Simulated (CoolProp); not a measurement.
Properties of dimethyl carbonate along the isotherm 168.25 °C.

The numbers come from the reference Helmholtz-energy equation of state, Zhou 2011 in CoolProp.

```tsv
p (bar)	phase	density (kg/m³)	cp (kJ/(kg K))	isothermal compressibility (1/MPa)	fugacity coefficient
30.7	liquid	859.4	2.179	0.003431	0.2292
61.4	liquid	868.0	[?]	0.003108	0.1250
92	liquid	876.0	2.139	0.002846	[?]
123	liquid	883.4	[?]	0.002627	0.07417
153	liquid	890.2	[?]	0.002448	0.06479
184	liquid	896.7	2.100	0.002289	0.05866
215	liquid	902.9	2.089	0.002151	0.05464
245	liquid	908.6	2.081	0.002034	0.05201
```

Some entries are withheld; supply them.


- 61.4, cp (kJ/(kg K)): 2.157
- 92, fugacity coefficient: 0.09095
- 123, cp (kJ/(kg K)): 2.124
- 153, cp (kJ/(kg K)): 2.111
